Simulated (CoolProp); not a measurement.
Properties of ethylene along the isobar 0.715 MPa.

Values from CoolProp's reference Helmholtz-energy equation of state, Smukala 2000.

```
T (K)   phase  density (kg/m³)  cp (kJ/(kg K))  speed of sound (m/s)  expansivity (1/kK)  fugacity coefficient
-----  ------  ---------------  --------------  --------------------  ------------------  --------------------
179.8  liquid            553.1           2.436                  1234               2.682                0.2442
192.6  liquid            533.6           2.484                  1133               2.956                0.4372
205.4  liquid            512.6           2.562                  1028               3.335                0.7153
218.2     gas            12.52           1.580                 268.5               6.737                0.8960
231       gas            11.55             [?]                   [?]               5.892                0.9126
243.7     gas            10.76           1.526                 288.8               5.288                0.9258
256.5     gas            10.09           1.530                 297.6               4.822                   [?]
269.3     gas            9.506           1.544                 305.8               4.450                0.9452
282.1     gas            8.998           1.567                 313.5               4.143                0.9524
294.9     gas            8.548           1.596                 320.7               3.884                0.9585
307.7     gas            8.145           1.629                 327.7                 [?]                0.9637
320.4     gas            7.785             [?]                 334.3               3.468                   [?]
```

What belongs in the gaps?


- 231, cp (kJ/(kg K)): 1.539
- 231, speed of sound (m/s): 279.2
- 256.5, fugacity coefficient: 0.9364
- 307.7, expansivity (1/kK): 3.661
- 320.4, cp (kJ/(kg K)): 1.664
- 320.4, fugacity coefficient: 0.9680
